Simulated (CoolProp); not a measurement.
CH3F (R41) along the isobar 6110 kPa: density (kg/m³) from the reference equation and from simpler models built on Tc = 317.3 K, pc = 5906 kPa, ω = 0.200; each cubic takes its own stable root.

Model: reference Helmholtz-energy equation of state, Lemmon 2006, in CoolProp. It is a short technical equation, of lower accuracy than the large ones.

| T (K) | phase | reference |
|---|---|---|
| 180.2 | liquid | 917.7 |
| 202.4 | liquid | 873.8 |
| 224.7 | liquid | 826.2 |
| 246.9 | liquid | 773.5 |
| 269.2 | liquid | 712.0 |
| 291.5 | liquid | 634.0 |
| 313.7 | liquid | 496.7 |
| 336 | supercritical | 128.1 |
| 358.2 | supercritical | 100.0 |
| 380.5 | supercritical | 85.61 |
| 402.7 | supercritical | 76.13 |
| 425 | supercritical | 69.12 |

Task: How far does each simpler model (van der Waals, Redlich-Kwong, Soave-Redlich-Kwong) lie from the reference over these 12 states: mean and median of the absolute difference, and the worst?

Result: 
- van der Waals: mean 27.2 %, median 43.8 %, worst -46.7 % at 180.2 K and 6110 kPa
- Redlich-Kwong: mean 15.1 %, median 22.1 %, worst -30.6 % at 313.7 K and 6110 kPa
- Soave-Redlich-Kwong: mean 15.3 %, median 20.5 %, worst -29.5 % at 313.7 K and 6110 kPa
